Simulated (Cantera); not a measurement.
Cantera run:

```python
import numpy as np
import cantera as ct

gas_names = """
    H HI HNO HNO2 HNO3 HO2 H2 H2O H2O2 I I2 N NH NH2 NH3 NH2OH NO NO2 NO3 N2 N2H2 N2H4 N2O O OH O2 O3
""".split()
cond_names = """
    H2O(s) H2O(L) I2(cr) I2(L)
""".split()


# ... load() reads the species with a 1 bar reference pressure and builds the phases ...
atoms = {
    'HI': {'H': 1, 'I': 1},
    'H2': {'H': 2},
    'N2': {'N': 2},
    'O2': {'O': 2},
}
top_T = {}  # K; cautious upper limits of use, not melting points


# ... equilibrate(T, P, feed) seeds the gas with the atoms and calls Mixture.equilibrate('TP', solver="vcs", rtol=1e-11, max_steps=5000) ...
results = []
feed = {'HI': 1, 'H2': 4.2, 'N2': 0.54, 'O2': 0.021}  # mol
P = 230  # Pa
for T in [1723, 1798, 1873, 1948, 2023, 2098, 2173, 2248, 2323]:
    mix = equilibrate(T, P, feed)
    results.append((T, P, feed, dict(zip(mix.species_names, mix.species_moles))))

top = {s: max(r[3][s] / sum(r[3][g] for g in gas_names) for r in results) for s in gas_names}
cols = sorted((s for s in top if top[s] > 1e-06), key=lambda s: -top[s])[:6]
seen = [c for c in cond_names if any(r[3].get(c, 0) > 1e-12 for r in results)]
print("log10 of partial pressures in bar; condensed amounts in mol")
print(f"{'T/K':>10s}" + "".join(f"{s[:9]:>10s}" for s in cols + seen))
for T, P, feed, n in results:
    ng = sum(n[g] for g in gas_names)
    print(f"{T:10.4g}" + "".join(f"{np.log10(max(n[s] / ng * P / 1e5, 1e-99)):10.3f}" for s in cols)
          + "".join(f"{n.get(c, 0):10.4g}" for c in seen))
```

Output:

```
log10 of partial pressures in bar; condensed amounts in mol
       T/K        H2         H         I        N2        HI       H2O
      1723    -2.768    -5.123    -3.456    -3.700    -4.702    -4.809
      1798    -2.769    -4.838    -3.452    -3.701    -4.807    -4.810
      1873    -2.772    -4.576    -3.450    -3.702    -4.905    -4.812
      1948    -2.776    -4.335    -3.449    -3.704    -4.998    -4.815
      2023    -2.783    -4.113    -3.450    -3.708    -5.088    -4.819
      2098    -2.794    -3.909    -3.453    -3.712    -5.175    -4.826
      2173    -2.810    -3.721    -3.458    -3.719    -5.262    -4.836
      2248    -2.833    -3.550    -3.466    -3.728    -5.350    -4.851
      2323    -2.865    -3.395    -3.478    -3.741    -5.443    -4.875
```

Equilibrium computed with Cantera from the NASA thermochemical tables; the gas is ideal and each condensed phase is pure.
